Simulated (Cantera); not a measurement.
## Adiabatic ignition

An adiabatic, constant-pressure homogeneous reactor starts with CH₄ : O₂ : N₂ = 1 : 2.11 : 7.92 (molar parts), equivalence ratio 0.95, at 1525 K and 1.01 bar.

Cantera simulation using GRI-Mech 3.0 (53 species, 325 reactions); the numbers are that mechanism's predictions, not measurements.

| t (s) | T (K) | x CH₄ | x O₂ | x CO₂ | x OH | x NO | x CH₂O |
|---|---|---|---|---|---|---|---|
| 2.00e-6 | 1525 | 0.0907 | 0.191 | <1e-12 | 1.05e-8 | <1e-12 | 2.38e-9 |
| 1.00e-5 | 1525 | 0.0907 | 0.191 | 7.94e-12 | 1.85e-8 | <1e-12 | 7.41e-8 |
| 5.03e-5 | 1525 | 0.0906 | 0.191 | 9.53e-10 | 7.39e-8 | <1e-12 | 2.56e-6 |
| 0.000252 | 1525 | 0.0903 | 0.191 | 4.04e-7 | 6.76e-7 | <1e-12 | 0.000137 |
| 0.00126 | 2727 | <1e-12 | 0.0280 | 0.0502 | 0.0211 | 0.00151 | 2.20e-10 |
| 0.00633 | 2730 | <1e-12 | 0.0243 | 0.0506 | 0.0196 | 0.0102 | 2.28e-10 |
| 0.0317 | 2730 | <1e-12 | 0.0241 | 0.0506 | 0.0195 | 0.0105 | 2.28e-10 |
| 0.159 | 2730 | <1e-12 | 0.0241 | 0.0506 | 0.0195 | 0.0105 | 2.28e-10 |
| 0.798 | 2730 | <1e-12 | 0.0241 | 0.0506 | 0.0195 | 0.0105 | 2.28e-10 |
| 4.00 | 2730 | <1e-12 | 0.0241 | 0.0506 | 0.0195 | 0.0105 | 2.28e-10 |
x: mole fraction; the columns are a selection and need not sum to one.

The time of steepest temperature rise is 0.898 ms, the temperature at 4.00 s comes out as 2730 K and the equilibrium temperature is 2730 K. The x(CH₄) at 4.00 s is <1e-12 (gas-phase equilibrium <1e-12). The x(O₂) at 4.00 s is 0.0241 (gas-phase equilibrium 0.0241) and the x(CO₂) at 4.00 s is 0.0506 (gas-phase equilibrium 0.0506).
